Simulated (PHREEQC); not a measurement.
Dissolve 0.14 mol/kgw ZnCl2, 0.012 mol/kgw KCl and 0.00082 mol/kgw H2SO4 at 25 °C. Closed to the air; pH follows from the charge balance.

Computed with PHREEQC (ion-association model, wateq4f.dat).

This is a speciation only: nothing precipitates in the calculation.

Predict the pH, activity of water.

pH 2.90; activity of water 0.993.

In which forms is S present?

ZnSO4 59 %, SO4-2 39 %, HSO4- 1.6 %, KSO4- 0.7 % of the S.
